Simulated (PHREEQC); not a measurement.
Synthetic water in mg/L, 25 °C, pH 6.82, pe 8.4: Na 10.5; K 0.219; Ca 133; Mg 38.1; Cl 95.6; S(6) as SO4 102; Alkalinity as HCO3 323; Zn 2.23.

Valence states are taken as typed.

Model: ion-association model, phreeqc.dat, run in PHREEQC.

Precipitation was switched off in this run.

Problem. What ionic strength, charge-balance error does the model give?

Solution. ionic strength 0.0147 mol/kgw; charge-balance error 1.0 %.

Problem. In which forms is Zn present?

Solution. Zn+2 60 %, ZnHCO3+ 24 %, ZnCO3 10 %, ZnSO4 4.3 %, Zn(CO3)2-2 0.5 % of the Zn.

Complexes and solids missing from the database can't appear. The database's zinc carbonate complexes are estimates, stronger than later reviews accept.
